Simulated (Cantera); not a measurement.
**Thermodynamics of sublimation and decomposition of ceramics, feed BN + H2**

Charge: 1 mol BN, 0.42 mol H2, equilibrated at 1 atm.

Cantera equilibrium calculation (NASA polynomials, part measured and part estimated; ideal gas, pure solids and liquids). Candidate condensed phases: B, BN; 15 gas species. Mutual solubility and eutectic melting of coexisting phases are not modelled. The tables' values for BH2 are old estimates; treat these amounts as uncertain. Gases not in the tables: B2H6 and higher boranes. Equilibrium is a limit: real reactors are often held back by kinetics, nucleation or transport.

From 1573 K to 2073 K the condensed part is BN(s). From 2173 K to 2273 K the condensed part is B(s) + BN(s). From 2373 K to 2673 K the condensed part is B(l) + BN(s). At 2773 K the condensed part is B(l).

```
T (K)   x H2      x N2       x H     x BH2       x B      x BH      x BN    x BH3  n BN(s)    n B(s)  n B(l)
-----  -----  --------  --------  --------  --------  --------  --------  -------  -------  --------  ------
1573   1.000   1.91e-6   4.04e-5   2.73e-6  2.04e-12  3.45e-11    <1e-12  1.16e-6    1.000         0       0
1673   1.000   6.82e-6  0.000113   1.09e-5  4.29e-11  4.15e-10    <1e-12  2.87e-6    1.000         0       0
1773   1.000   2.15e-5  0.000283   3.67e-5  6.32e-10   3.73e-9  6.31e-12  6.34e-6    1.000         0       0
1873   0.999   6.03e-5  0.000641  0.000108   6.92e-9   2.63e-8  8.46e-11  1.28e-5    1.000         0       0
1973   0.998  0.000153   0.00134  0.000283   5.92e-8   1.51e-7  8.69e-10  2.38e-5    1.000         0       0
2073   0.996  0.000358   0.00261  0.000673   4.09e-7   7.27e-7   7.10e-9  4.15e-5    1.000         0       0
2173   0.993   0.00125   0.00478   0.00116   1.86e-6   2.37e-6   4.77e-8  5.38e-5    0.999  0.000541       0
2273   0.986   0.00417   0.00829   0.00182   7.11e-6   6.72e-6   2.70e-7  6.54e-5    0.996   0.00273       0
2373   0.970    0.0132    0.0137   0.00267   2.37e-5   1.69e-5   1.32e-6  7.51e-5    0.989         0  0.0102
2473   0.930    0.0449    0.0214   0.00339   6.58e-5   3.58e-5   5.64e-6  7.54e-5    0.960         0  0.0384
2573   0.826     0.139    0.0310   0.00391  0.000169   6.86e-5   2.15e-5  6.71e-5    0.862         0   0.136
2673   0.565     0.393    0.0383   0.00339  0.000403  0.000109   7.42e-5  4.01e-5    0.438         0   0.559
2773   0.418     0.530    0.0477   0.00313  0.000901  0.000172  0.000167  2.68e-5        0         0   0.996
```
x: gas mole fraction; n: condensed amount in mol.
